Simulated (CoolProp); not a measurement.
2000 sccm (0 °C, 1 atm) of nitrogen bubbles through liquid toluene at 313.5 K and leaves saturated at a total pressure of 0.0827 MPa (ideal gas phase). Each further row changes one setting.

Model: reference Helmholtz-energy equation of state, Lemmon 2006, in CoolProp. It is a short technical equation, of lower accuracy than the large ones.

```tsv
case	vapour pressure (kPa)	mole fraction of vapour	delivery (mg/min)	delivery (sccm)	change of delivery for a bath 1 K warmer (%)
as stated	8.02	…	…	215	…
bath temperature 318.5 K	10.0	0.121	1140	276	5.1
total pressure 0.165 MPa	8.02	…	420	102	…
```

Fill in the missing entries.


- as stated, mole fraction of vapour: 0.0970
- as stated, delivery (mg/min): 883
- as stated, change of delivery for a bath 1 K warmer (%): 5.2
- total pressure 0.165 MPa, mole fraction of vapour: 0.0486
- total pressure 0.165 MPa, change of delivery for a bath 1 K warmer (%): 4.9
